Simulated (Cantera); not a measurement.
Source: NASA polynomial tables (part measured, part estimated), evaluated in Cantera. Values are per mole of reaction as written; species without (g) are pure solids or liquids, kept so even where they would boil at 1 bar.

Task: Between 300 and 500 K, where is each reaction favourable under standard conditions?
- 2 HI(g) + 2 PbO = 2 Pb + 2 OH(g) + I2

Result: 
- 2 HI(g) + 2 PbO = 2 Pb + 2 OH(g) + I2: ΔG° is 445 kJ at 300 K and 425 kJ at 500 K; it stays positive (K < 1). ΔH° is 486 kJ and ΔS° 121 J/K at 500 K.
